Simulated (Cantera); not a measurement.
Charge: 1 mol AlN, 1.2 mol Cl2, 7.9 mol H2.

Equilibrium computed with Cantera from the NASA thermochemical tables; the gas is ideal and each condensed phase is pure. Candidate condensed phases: Al, AlCl3, AlN, NH4Cl; 20 gas species. The tables' values for AlCl2 are old estimates. Kinetics and transport are ignored.

Q: What condenses at these points (T in °C, P in Pa): (952, 10); (1352, 1); (1452, 100); (1552, 1000); (1052, 320)?

A: 
```json
[
 {"T (°C)": "952", "P in Pa": "10", "condensed phases": "AlN", "Al condensed (%)": "39.9"},
 {"T (°C)": "1352", "P in Pa": "1", "condensed phases": "gas only", "Al condensed (%)": "0.0"},
 {"T (°C)": "1452", "P in Pa": "100", "condensed phases": "gas only", "Al condensed (%)": "0.0"},
 {"T (°C)": "1552", "P in Pa": "1000", "condensed phases": "gas only", "Al condensed (%)": "0.0"},
 {"T (°C)": "1052", "P in Pa": "320", "condensed phases": "AlN", "Al condensed (%)": "41.6"}
]
```
